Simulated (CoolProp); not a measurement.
Vapour-liquid equilibrium of m-xylene (1) + n-nonane (2) at 227.85 °C; x and y are mole fractions of (1).

Model: multi-fluid Helmholtz-energy mixture model, Zhou 2012 and Lemmon 2006; pair parameters Bell 2016, in CoolProp.

| x | bubble pressure (MPa) | y at the bubble point | dew pressure at overall composition x (MPa) | liquid density (mol/L) |
|---|---|---|---|---|
| 0.05 | 0.5571 | 0.069 | 0.5532 | 4.187 |
| 0.2 | 0.5949 | 0.251 | 0.5845 | 4.406 |
| 0.35 | 0.6259 | 0.407 | 0.6149 | 4.653 |
| 0.5 | 0.6502 | 0.547 | 0.6425 | 4.933 |
| 0.65 | 0.6681 | 0.679 | 0.6646 | 5.250 |
| 0.8 | 0.6795 | 0.811 | 0.6788 | 5.611 |
| 0.95 | 0.6838 | 0.950 | 0.6838 | 6.024 |

No azeotrope shows between x = 0.05 and 0.95.

Pair parameters are fitted to limited data, so mixtures are less certain than the pure fluids.
